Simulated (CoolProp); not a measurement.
Model: reference Helmholtz-energy equation of state, Lemmon 2006, in CoolProp. It is a short technical equation, of lower accuracy than the large ones.

Task: For R142b, give the phase and the Z, speed of sound (m/s), isothermal compressibility (1/MPa) at 196.85 °C and 3.8 MPa; 196.85 °C and 5.7 MPa.

Result: 
- 196.85 °C and 3.8 MPa: gas; Z 0.771, speed of sound 167, isothermal compressibility 0.352
- 196.85 °C and 5.7 MPa: supercritical; Z 0.635, speed of sound 150, isothermal compressibility 0.289
